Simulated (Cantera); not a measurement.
Charge: 1 mol Si, 0.12 mol CO₂, 250 mol N₂, at 2098 K and 1.33 mbar.

Method: chemical equilibrium by Gibbs-energy minimisation in Cantera with the NASA 1993 tables (ideal gas, pure condensed phases). Candidate condensed phases: C, Si, SiC, SiO₂, Si₂N₂O, Si₃N₄; 34 gas species. The tables' values for SiN are old estimates; treat these amounts as uncertain. The numbers say what is thermodynamically allowed, not how fast it happens.

Base state: N₂ 0.996, Si 0.00347, SiO 0.000478, CO 0.000477, SiN 2.63e-5 (mole fractions); condensed: gas only.

**Question.** What changes in the equilibrium state with this change: N₂ from 250 to 12 mol?

**Answer.** 
| species | before | after |
|---|---|---|
| N₂ | 0.996 | 0.918 |
| Si | 0.00347 | 0.0609 |
| SiO | 0.000478 | 0.0106 |
| Si₃ | 1.16e-8 | 6.26e-5 |
| Si₂C | 3.40e-7 | 0.00136 |
| SiC₂ | 6.17e-9 | 1.82e-5 |
| Si₂ | 1.60e-6 | 0.000492 |
| Si₂N | 1.12e-6 | 0.000332 |
